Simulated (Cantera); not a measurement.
# Thermodynamics of calcination and drying, feed CsOH + H2O + O2

Input: 1 mol CsOH, 2 mol H2O, 2 mol O2, equilibrated at 1450 °C.

Equilibrium computed with Cantera from the NASA thermochemical tables; the gas is ideal and each condensed phase is pure. Candidate condensed phases: Cs, CsOH, H2O; 15 gas species. The numbers say what is thermodynamically allowed, not how fast it happens.

| P (Pa) | x H2O | x O2 | x CsOH | x Cs | x OH | x O | x H2 | x H |
|---|---|---|---|---|---|---|---|---|
| 10 | 0.409 | 0.390 | 0.0943 | 0.0909 | 0.0100 | 0.00356 | 0.00167 | 0.000746 |
| 42 | 0.404 | 0.394 | 0.144 | 0.0476 | 0.00697 | 0.00174 | 0.000801 | 0.000252 |
| 180 | 0.400 | 0.397 | 0.177 | 0.0196 | 0.00483 | 0.000845 | 0.000382 | 8.41e-5 |
| 750 | 0.399 | 0.398 | 0.191 | 0.00729 | 0.00338 | 0.000415 | 0.000186 | 2.88e-5 |
| 3200 | 0.399 | 0.399 | 0.197 | 0.00253 | 0.00235 | 0.000201 | 9.00e-5 | 9.69e-6 |
| 13000 | 0.399 | 0.399 | 0.199 | 0.000891 | 0.00166 | 9.98e-5 | 4.47e-5 | 3.39e-6 |
| 56000 | 0.399 | 0.400 | 0.200 | 0.000299 | 0.00115 | 4.81e-5 | 2.15e-5 | 1.13e-6 |
| 240000 | 0.400 | 0.400 | 0.200 | 0.000100 | 0.000801 | 2.32e-5 | 1.04e-5 | 3.80e-7 |
| 1000000 | 0.400 | 0.400 | 0.199 | 3.43e-5 | 0.000561 | 1.14e-5 | 5.10e-6 | 1.30e-7 |
x: gas mole fraction; nothing condenses.

From 10.0 Pa to 10.0 bar nothing is condensed. The main Cs-bearing gas is CsOH throughout.
